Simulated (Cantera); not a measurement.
Cantera run:

```python
import numpy as np
import cantera as ct

gas_names = """
    F F2 FS2F,fluorodisu N NF NF2 NF3 N2 S SF SF2 SF3 SF4 SF5 SF6 SN S2 S2F2,thiothiony S8 Si SiF SiF2
    SiF3 SiF4 SiN SiS Si2 Si2N Si3
""".split()
cond_names = """
    S(cr1) S(cr2) S(L) Si(cr) Si(L) Si3N4(a)
""".split()


# ... load() reads the species with a 1 bar reference pressure and builds the phases ...
atoms = {
    'Si': {'Si': 1},
    'SF6': {'S': 1, 'F': 6},
    'NF3': {'N': 1, 'F': 3},
}
top_T = {'Si3N4(a)': 2400}  # K; cautious upper limits of use, not melting points


# ... equilibrate(T, P, feed) seeds the gas with the atoms and calls Mixture.equilibrate('TP', solver="vcs", rtol=1e-11, max_steps=5000) ...
results = []
T = 773  # K
P = 25000  # Pa
for m in [0.6, 0.94, 1.3, 1.6, 2, 2.3, 2.6, 3]:
    feed = {'Si': 1, 'SF6': 3.3, 'NF3': m}  # mol
    mix = equilibrate(T, P, feed)
    results.append((T, P, feed, dict(zip(mix.species_names, mix.species_moles))))
    x = sorted(zip(gas.X, gas.species_names), reverse=True)
    print(f"T = {T:g} K  P = {P:g} Pa  n(NF3) = {m:g} mol  gas = {mix.phase_moles(0):.4g} mol")
    print("   x: " + "  ".join(f"{s} {v:.3e}" for v, s in x if v > 1e-06))
    print("   condensed (mol): " + ("  ".join(f"{mix.phase(i).name} {mix.phase_moles(i):.4g}"
          for i in range(1, mix.n_phases) if mix.phase_moles(i) > 1e-12) or "none"))
```

Result:

```
T = 773 K  P = 25000 Pa  n(NF3) = 0.6 mol  gas = 4.599 mol
   x: SF6 4.791e-01  SF4 2.378e-01  SiF4 2.174e-01  N2 6.523e-02  S2F2,thiothiony 2.218e-04  SF3 1.334e-04  SF2 4.687e-05  SF5 2.592e-06
   condensed (mol): none
T = 773 K  P = 25000 Pa  n(NF3) = 0.94 mol  gas = 4.77 mol
   x: SF6 5.682e-01  SiF4 2.096e-01  SF4 1.236e-01  N2 9.853e-02  SF3 4.589e-05  SF2 1.068e-05  S2F2,thiothiony 5.043e-06  SF5 2.035e-06
   condensed (mol): none
T = 773 K  P = 25000 Pa  n(NF3) = 1.3 mol  gas = 4.95 mol
   x: SF6 6.566e-01  SiF4 2.020e-01  N2 1.313e-01  SF4 1.010e-02
   condensed (mol): none
T = 773 K  P = 25000 Pa  n(NF3) = 1.6 mol  gas = 5.37 mol
   x: SF6 6.145e-01  SiF4 1.862e-01  N2 1.364e-01  F2 3.575e-02  NF3 2.514e-02  F 2.047e-03
   condensed (mol): none
T = 773 K  P = 25000 Pa  n(NF3) = 2 mol  gas = 5.917 mol
   x: SF6 5.578e-01  SiF4 1.690e-01  N2 1.359e-01  F2 6.827e-02  NF3 6.622e-02  F 2.828e-03
   condensed (mol): none
T = 773 K  P = 25000 Pa  n(NF3) = 2.3 mol  gas = 6.315 mol
   x: SF6 5.226e-01  SiF4 1.584e-01  N2 1.350e-01  NF3 9.428e-02  F2 8.660e-02  F 3.185e-03
   condensed (mol): none
T = 773 K  P = 25000 Pa  n(NF3) = 2.6 mol  gas = 6.708 mol
   x: SF6 4.919e-01  SiF4 1.491e-01  N2 1.339e-01  NF3 1.198e-01  F2 1.019e-01  F 3.454e-03
   condensed (mol): none
T = 773 K  P = 25000 Pa  n(NF3) = 3 mol  gas = 7.228 mol
   x: SF6 4.565e-01  NF3 1.501e-01  SiF4 1.383e-01  N2 1.325e-01  F2 1.188e-01  F 3.731e-03
   condensed (mol): none
```

Cantera equilibrium calculation (NASA polynomials, part measured and part estimated; ideal gas, pure solids and liquids). The tables' values for S2F2 (SSF2), SF3 are old estimates; treat these amounts as uncertain.
